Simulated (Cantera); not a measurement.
An isothermal, constant-pressure homogeneous reactor starts with CO : O₂ : H₂O : N₂ = 0.0018 : 0.041 : 0.0012 : 1 (molar parts), at 1500 K and 760 Torr.

Cantera simulation using GRI-Mech 3.0 (53 species, 325 reactions); the numbers are that mechanism's predictions, not measurements.

**Question.** Predict: x(CO) at 60.0 s; x(O₂) at 60.0 s; x(H₂O) at 60.0 s; x(HO₂) at 60.0 s; x(NO) at 60.0 s.

**Answer.** 
```
Item                                                Result
----------------  ----------------------------------------
x(CO) at 60.0 s    4.31e-8 (gas-phase equilibrium 4.32e-8)
x(O₂) at 60.0 s      0.0384 (gas-phase equilibrium 0.0382)
x(H₂O) at 60.0 s   0.00115 (gas-phase equilibrium 0.00115)
x(HO₂) at 60.0 s   5.84e-9 (gas-phase equilibrium 5.80e-9)
x(NO) at 60.0 s   2.18e-6 (gas-phase equilibrium 0.000578)
```
